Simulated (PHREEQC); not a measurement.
Dissolve 0.046 mol NH4Cl, 3.6e-05 mol NaF and 0.0095 mol NaCl per kg of water at 25 °C. Closed to the air; pH follows from the charge balance.

All values are PHREEQC results (ion-association model, wateq4f.dat), not measurements.

Each row changes one thing in this solution. No solid was allowed to form.

```csv
case,pH,NH3 (mol/kgw),HF (mol/kgw),NaF (mol/kgw),SI of Halite (NaCl)
as made,5.38,5.10e-6,1.78e-7,1.27e-7,-5.04
NaF from 3.6e-05 to 7.2e-06 mol/kgw,5.37,5.03e-6,3.61e-8,2.53e-8,-5.04
NaF from 3.6e-05 to 0.00036 mol/kgw,5.44,[?],1.55e-6,1.31e-6,-5.03
NaCl from 0.0095 to 0.00475 mol/kgw,5.38,5.11e-6,1.81e-7,[?],-5.37
0.0017 mol/kgw CO2 added,4.56,7.71e-7,1.15e-6,[?],-5.04
```

**Question.** Some entries are withheld; supply them.

**Answer.** 
- NaF from 3.6e-05 to 0.00036 mol/kgw, NH3 (mol/kgw): 5.85e-6
- NaCl from 0.0095 to 0.00475 mol/kgw, NaF (mol/kgw): 6.49e-8
- 0.0017 mol/kgw CO2 added, NaF (mol/kgw): 1.24e-7
